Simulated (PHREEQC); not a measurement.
A PHREEQC speciation (ion-association model, wateq4f.dat) at 20 °C gives pH 4.56 and these molalities:

| species | mol/kgw |
|---|---|
| Cu+2 | 0.127 |
| CuSO4 | 0.107 |
| SO4-2 | 0.0976 |
| Cl- | 0.0773 |
| CdCl+ | 0.0168 |
| CdSO4 | 0.0129 |
| Cd(SO4)2-2 | 0.0110 |
| Cd+2 | 0.00900 |
| CuCl+ | 0.00504 |
| CdCl2 | 0.00221 |
| Na+ | 0.000128 |
| Cu2(OH)2+2 | 0.000114 |
| CdCl3- | 9.83e-5 |
| CuCl2 | 7.25e-5 |
| HSO4- | 7.13e-5 |
| H+ | 3.61e-5 |
| CuOH+ | 1.75e-5 |
| NaSO4- | 1.25e-5 |
| Cu(OH)2 | 7.51e-7 |
| CdOHCl | 1.46e-7 |
| CuCl3- | 2.04e-8 |

Task: What are the element totals, and what could have been dissolved in 1 kg of water to give them?

Result: This is not unique; one that fits is totals Cd 0.0520, Cl 0.104, Cu(2) 0.240, Na 0.000140, S(6) 0.240 mol/kgw, from 0.052 mol CdCl2, 0.00014 mol NaOH and 0.24 mol CuSO4 per kg of water.

This is a speciation only: nothing precipitates in the calculation. The solution is supersaturated, for example in Antlerite, Brochantite, so a real one may precipitate; this is no full list.
